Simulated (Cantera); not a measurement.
Cantera with NASA thermochemical tables; ideal gases at 1 bar, condensed phases pure. Values are per mole of reaction as written; species without (g) are pure solids or liquids, kept so even where they would boil at 1 bar.

Problem. Between 650 and 1650 K, where is each reaction favourable under standard conditions?
- 6 Cl(g) + Fe2O3 = Fe2Cl6(g) + O3(g)

Solution. 
- 6 Cl(g) + Fe2O3 = Fe2Cl6(g) + O3(g): ΔG° is -213 kJ at 650 K and 145 kJ at 1650 K; it changes sign between 1250 and 1450 K. ΔH° is -472 kJ and ΔS° -374 J/K at 1650 K.
